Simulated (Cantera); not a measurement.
Input (Python, Cantera):

```python
import numpy as np
import cantera as ct

gas = ct.Solution("h2o2.yaml")
gas.TPX = 1148, 1333, {'H2': 0.009, 'O2': 1}
reactor = ct.IdealGasConstPressureReactor(gas, energy="off", clone=False)
net = ct.ReactorNet([reactor])
net.rtol, net.atol = 1e-08, 1e-18
show = ['H2', 'O2', 'H2O', 'HO2', 'OH', 'O']
times = np.geomspace(3e-06, 20, 11)

steps = ct.SolutionArray(gas, extra=["t"])
rows = []
print(f"{'t/s':>10s}{'T/K':>9s}{'P/Pa':>11s}" + "".join(f"{s:>11s}" for s in show))
for t in times:
    while net.time < t:
        t_next = net.step()
        steps.append(gas.state, t=t_next)
    rows.append([np.interp(t, steps.t, y) for y in (steps.T, steps.P, *steps(*show).X.T)])
    print(f"{t:10.3e}{rows[-1][0]:9.1f}{rows[-1][1]:11.4g}" + "".join(f"{x:11.3e}" for x in rows[-1][2:]))
rate = np.gradient(steps.T, steps.t)
print("integrator steps:", len(steps.t))
if steps.T.max() > steps.T[0] + 200:
    print(f"time of steepest temperature rise: {steps.t[rate.argmax()]:.4e} s")
gas.TPX = 1148, 1333, {'H2': 0.009, 'O2': 1}
gas.equilibrate("TP")
print(f"equilibrium (TP): T = {gas.T:.1f} K  " + "  ".join(f"{s} {gas[s].X[0]:.3e}" for s in show))
```

Result:

```
       t/s      T/K       P/Pa         H2         O2        H2O        HO2         OH          O
 3.000e-06   1148.0       1333  8.920e-03  9.911e-01  6.063e-16  8.705e-12  2.383e-13  2.386e-13
 1.444e-05   1148.0       1333  8.920e-03  9.911e-01  6.340e-14  4.191e-11  5.110e-12  5.144e-12
 6.949e-05   1148.0       1333  8.920e-03  9.911e-01  5.472e-12  2.019e-10  8.576e-11  8.868e-11
 3.344e-04   1148.0       1333  8.920e-03  9.911e-01  2.959e-10  9.740e-10  8.475e-10  9.927e-10
 1.609e-03   1148.0       1333  8.920e-03  9.911e-01  1.671e-08  4.752e-09  1.296e-08  1.901e-08
 7.746e-03   1148.0       1333  8.664e-03  9.908e-01  1.907e-04  6.271e-07  1.096e-04  1.701e-04
 3.728e-02   1148.0       1333  3.107e-05  9.842e-01  8.462e-03  9.611e-07  5.548e-04  6.440e-03
 1.794e-01   1148.0       1333  1.493e-05  9.878e-01  8.685e-03  6.834e-07  3.854e-04  3.049e-03
 8.635e-01   1148.0       1333  2.325e-06  9.905e-01  8.875e-03  2.521e-07  1.533e-04  4.740e-04
 4.156e+00   1148.0       1333  1.674e-07  9.910e-01  8.938e-03  4.291e-08  4.167e-05  3.462e-05
 2.000e+01   1148.0       1333  1.322e-08  9.910e-01  8.954e-03  5.465e-09  1.183e-05  2.775e-06
integrator steps: 1696
equilibrium (TP): T = 1148.0 K  H2 3.221e-10  O2 9.910e-01  H2O 8.959e-03  HO2 2.386e-09  OH 1.863e-06  O 6.889e-08
```

Cantera simulation using the H2/O2 subset of GRI-Mech 3.0, which has no nitrogen chemistry; the numbers are that mechanism's predictions, not measurements. Radical loss at walls, strong at low pressure, is not modelled.
